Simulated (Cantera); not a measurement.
Feed: 1 mol PH₃, 0.033 mol H₂O, 0.083 mol O₂, equilibrated at 2150 K and 44.0 bar.

These are equilibrium values from Cantera (NASA tables, ideal gas, pure condensed phases), not measurements of a reactor. Candidate condensed phases: H₂O, P, P₄O₁₀; 17 gas species. The ideal-gas law is rough above about 30 bar. Gases not in the tables: HPO₂, HPO₃ and P₄O₆. Kinetics and transport are ignored.

Base state: H₂ 0.671, P₂ 0.217, H₂O 0.0871, P₄ 0.0124, PO 0.00873, PH₃ 0.00143, PO₂ 0.00142, H 0.000521 (mole fractions); condensed: gas only.

Task: What changes in the equilibrium state with this change: temperature from 2150 K to 1075 K?

Result: 
```json
[
 {"species": "H₂", "before": "0.671", "after": "0.744"},
 {"species": "P₄", "before": "0.0124", "after": "0.138"},
 {"species": "H₂O", "before": "0.0871", "after": "0.109"},
 {"species": "P₂", "before": "0.217", "after": "0.00155"},
 {"species": "P₄O₁₀", "before": "<1e-9", "after": "0.000338"},
 {"species": "H", "before": "0.000521", "after": "1.91e-9"}
]
```
